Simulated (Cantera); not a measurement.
## Equilibrium for silicon epitaxy and polysilicon growth: SiCl4 + N2

Charge: 1 mol SiCl4, 78 mol N2, at 5.00 mbar.

Equilibrium computed with Cantera from the NASA thermochemical tables; the gas is ideal and each condensed phase is pure. Candidate condensed phases: Si, Si3N4; 13 gas species. The tables' values for SiCl3 are old estimates; treat these amounts as uncertain. Kinetics and transport are ignored.

From 577 °C to 1377 °C nothing is condensed. The main Si-bearing gas is SiCl4 throughout.

```json
[
 {"T (°C)": "577", "log p N2": "-2.31", "log p SiCl4": "-4.20", "log p Cl": "-10.24", "log p SiCl2": "<-14", "log p SiCl3": "-10.18", "log p Cl2": "-11.36", "log p SiCl": "<-14"},
 {"T (°C)": "677", "log p N2": "-2.31", "log p SiCl4": "-4.20", "log p Cl": "-8.95", "log p SiCl2": "-12.12", "log p SiCl3": "-8.92", "log p Cl2": "-10.39", "log p SiCl": "<-14"},
 {"T (°C)": "777", "log p N2": "-2.31", "log p SiCl4": "-4.20", "log p Cl": "-7.91", "log p SiCl2": "-10.34", "log p SiCl3": "-7.90", "log p Cl2": "-9.62", "log p SiCl": "<-14"},
 {"T (°C)": "877", "log p N2": "-2.31", "log p SiCl4": "-4.20", "log p Cl": "-7.05", "log p SiCl2": "-8.87", "log p SiCl3": "-7.05", "log p Cl2": "-8.98", "log p SiCl": "<-14"},
 {"T (°C)": "977", "log p N2": "-2.31", "log p SiCl4": "-4.20", "log p Cl": "-6.32", "log p SiCl2": "-7.66", "log p SiCl3": "-6.36", "log p Cl2": "-8.43", "log p SiCl": "<-14"},
 {"T (°C)": "1077", "log p N2": "-2.31", "log p SiCl4": "-4.21", "log p Cl": "-5.69", "log p SiCl2": "-6.66", "log p SiCl3": "-5.79", "log p Cl2": "-7.94", "log p SiCl": "-13.35"},
 {"T (°C)": "1177", "log p N2": "-2.31", "log p SiCl4": "-4.24", "log p Cl": "-5.13", "log p SiCl2": "-5.85", "log p SiCl3": "-5.33", "log p Cl2": "-7.49", "log p SiCl": "-11.78"},
 {"T (°C)": "1277", "log p N2": "-2.31", "log p SiCl4": "-4.33", "log p Cl": "-4.65", "log p SiCl2": "-5.20", "log p SiCl3": "-4.99", "log p Cl2": "-7.11", "log p SiCl": "-10.47"},
 {"T (°C)": "1377", "log p N2": "-2.31", "log p SiCl4": "-4.56", "log p Cl": "-4.26", "log p SiCl2": "-4.71", "log p SiCl3": "-4.81", "log p Cl2": "-6.86", "log p SiCl": "-9.36"}
]
```
log p: log10 of the partial pressure in bar; nothing condenses.
